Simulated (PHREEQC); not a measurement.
A solution holds 0.021 mol Pb(NO3)2 and 0.00062 mol KBr per kg of water, at 25 °C. Closed to the air; pH follows from the charge balance.

Model: ion-association model, phreeqc.dat, run in PHREEQC.

This is a speciation only: nothing precipitates in the calculation.

### Question
Order these Pb species by the share of Pb that they hold, largest first: PbBr+, Pb+2, PbNO3+.

### Answer
Pb+2 (80 %), PbNO3+ (19 %), PbBr+ (0.88 %)

The pH is 4.78 and the ionic strength 0.0551 mol/kgw. Complexes and solids missing from the database can't appear.
